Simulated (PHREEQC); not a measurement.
## Reverse-osmosis reject

Model water analysis in mg/L, 20 °C, pH 7.86, pe 12.9:

```tsv
constituent	mg/L
Na	2320
K	529
Ca	293
Mg	133
Cl	4800
S(6) as SO4	390
Alkalinity as HCO3	6.57
Li	2.88
```

Valence states are taken as typed.

Model: ion-association model, phreeqc.dat, run in PHREEQC.

ionic strength: 0.156 mol/kgw
specific conductance: 12900 µS/cm
density: 1.004 g/cm³
charge-balance error: -1.1 %

```csv
species,molality,activity,log γ
Cl-,0.137,0.101,-0.133
Na+,0.101,0.0772,-0.118
K+,0.0136,0.00994,-0.135
Ca+2,0.00700,0.00243,-0.460
Mg+2,0.00517,0.00189,-0.436
SO4-2,0.00285,0.000919,-0.492
```

No solid was allowed to form.
